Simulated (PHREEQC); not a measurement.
Dissolve 0.82 mol/kgw NaCl, 0.0023 mol/kgw Na2B4O7 and 0.49 mol/kgw LiCl at 25 °C. Closed to the air; pH follows from the charge balance.

Computed with PHREEQC (Pitzer model, pitzer.dat).

The pH comes out as 8.71, the ionic strength comes out as 1.31 mol/kgw and the activity of water is 0.954. The density is 1.041 g/cm³ and the osmotic coefficient is 0.988. The total alkalinity comes out as 4.60 meq/kg.

```json
[
 {"species": "Cl-", "molality": "1.31", "activity": "0.773", "log γ": "-0.229"},
 {"species": "Na+", "molality": "0.825", "activity": "0.648", "log γ": "-0.104"},
 {"species": "Li+", "molality": "0.490", "activity": "0.480", "log γ": "-0.009"},
 {"species": "B(OH)3", "molality": "0.00460", "activity": "0.00497", "log γ": "0.034"},
 {"species": "B(OH)4-", "molality": "0.00458", "activity": "0.00139", "log γ": "-0.519"},
 {"species": "OH-", "molality": "1.12e-5", "activity": "4.90e-6", "log γ": "-0.360"},
 {"species": "B3O3(OH)4-", "molality": "6.62e-6", "activity": "2.03e-6", "log γ": "-0.513"},
 {"species": "B4O5(OH)4-2", "molality": "7.79e-7", "activity": "1.33e-8", "log γ": "-1.768"},
 {"species": "H+", "molality": "1.79e-9", "activity": "1.97e-9", "log γ": "0.041"}
]
```

Precipitation was switched off in this run. Complexes and solids missing from the database can't appear. In brines, pH and single-ion activities rest on the MacInnes convention.
